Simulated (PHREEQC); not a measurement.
Copper plating or etch bath

Dissolve 0.16 mol/kgw Cu(NO3)2, 0.0014 mol/kgw HNO3 and 0.0062 mol/kgw H3BO3 at 25 °C. Closed to the air; pH follows from the charge balance.

Computed with PHREEQC (ion-association model, phreeqc.dat).

This is a speciation only: nothing precipitates in the calculation.

Question: What pH, density, specific conductance does the model give?

Answer: pH 2.97; density 1.021 g/cm³; specific conductance 25700 µS/cm.
